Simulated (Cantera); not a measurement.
**Premixed flame**

A freely propagating, adiabatic, planar premixed flame of 19.6 % CO, 0.723 % H₂, 15.4 % O₂, 63.0 % N₂, 1.41 % CO₂, equivalence ratio 0.66, unburnt at 550 K and 0.370 bar; mixture-averaged transport, grid criteria slope 0.08 and curve 0.16, no radiation.

Computed with Cantera and GRI-Mech 3.0 (53 species, 325 reactions). Burning velocities carry a grid error of a few per cent, more on coarse grids.

```tsv
z (mm)	T (K)	u (m/s)	x CO	x H₂	x O₂	x O	x N₂O	x CO₂
-11.3	550	0.574	0.196	0.00723	0.154	<1e-8	<1e-8	0.0141
-7.53	550	0.574	0.196	0.00719	0.154	<1e-8	<1e-8	0.0141
-5.65	550	0.574	0.196	0.00714	0.154	<1e-8	<1e-8	0.0141
-3.77	550	0.574	0.196	0.00691	0.154	<1e-8	<1e-8	0.0141
-1.88	568	0.592	0.195	0.00590	0.153	4.15e-7	<1e-8	0.0146
-0.942	740	0.766	0.183	0.00433	0.147	0.000150	<1e-8	0.0257
0	1115	1.13	0.139	0.00141	0.123	0.00539	7.16e-8	0.0716
0.942	1381	1.37	0.0918	0.000349	0.0951	0.0146	1.89e-7	0.125
1.88	1531	1.50	0.0667	0.000327	0.0819	0.0167	2.20e-7	0.154
3.77	1682	1.63	0.0506	0.000339	0.0755	0.0134	2.34e-7	0.174
7.53	1813	1.75	0.0399	0.000286	0.0725	0.00872	2.61e-7	0.187
15.1	1919	1.83	0.0297	0.000209	0.0692	0.00540	2.91e-7	0.199
30.1	2000	1.90	0.0207	0.000140	0.0660	0.00324	3.02e-7	0.209
```
x: mole fraction of selected species; z is measured from the peak of heat release.

laminar burning velocity: 57.4 cm/s
thermal thickness: 3.77 mm
peak x(O): 0.0167
grid points: 136
